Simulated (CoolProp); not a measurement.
Sulfur dioxide along the isobar 223 bar: fugacity coefficient from the reference equation and from simpler models built on Tc = 430.6 K, pc = 78.87 bar, ω = 0.256; each cubic takes its own stable root.

Values from CoolProp's reference Helmholtz-energy equation of state, Gao 2016.

```json
[
 {"T (K)": "316.8", "phase": "liquid", "reference": "0.04233", "van der Waals": "0.1396", "Redlich-Kwong": "0.06483", "Soave-Redlich-Kwong": "0.04504", "Peng-Robinson": "0.04234"},
 {"T (K)": "336.2", "phase": "liquid", "reference": "0.06816", "van der Waals": "0.1740", "Redlich-Kwong": "0.09622", "Soave-Redlich-Kwong": "…", "Peng-Robinson": "0.06821"},
 {"T (K)": "355.6", "phase": "liquid", "reference": "0.1024", "van der Waals": "0.2111", "Redlich-Kwong": "0.1345", "Soave-Redlich-Kwong": "0.1098", "Peng-Robinson": "0.1026"},
 {"T (K)": "374.9", "phase": "liquid", "reference": "…", "van der Waals": "0.2503", "Redlich-Kwong": "0.1787", "Soave-Redlich-Kwong": "0.1557", "Peng-Robinson": "0.1453"},
 {"T (K)": "394.3", "phase": "liquid", "reference": "0.1956", "van der Waals": "0.2913", "Redlich-Kwong": "0.2282", "Soave-Redlich-Kwong": "…", "Peng-Robinson": "0.1962"},
 {"T (K)": "413.7", "phase": "liquid", "reference": "…", "van der Waals": "…", "Redlich-Kwong": "…", "Soave-Redlich-Kwong": "0.2718", "Peng-Robinson": "0.2537"},
 {"T (K)": "433.1", "phase": "supercritical", "reference": "0.3156", "van der Waals": "0.3759", "Redlich-Kwong": "0.3367", "Soave-Redlich-Kwong": "…", "Peng-Robinson": "0.3159"},
 {"T (K)": "452.5", "phase": "supercritical", "reference": "…", "van der Waals": "0.4183", "Redlich-Kwong": "0.3926", "Soave-Redlich-Kwong": "0.4067", "Peng-Robinson": "0.3802"},
 {"T (K)": "471.8", "phase": "supercritical", "reference": "0.4465", "van der Waals": "0.4599", "Redlich-Kwong": "0.4472", "Soave-Redlich-Kwong": "0.4741", "Peng-Robinson": "0.4435"}
]
```

**Question.** Fill in the missing entries.

**Answer.** 
- 336.2, Soave-Redlich-Kwong: 0.07284
- 374.9, reference: 0.1449
- 394.3, Soave-Redlich-Kwong: 0.2103
- 413.7, reference: 0.2530
- 413.7, van der Waals: 0.3333
- 413.7, Redlich-Kwong: 0.2814
- 433.1, Soave-Redlich-Kwong: 0.3382
- 452.5, reference: 0.3810
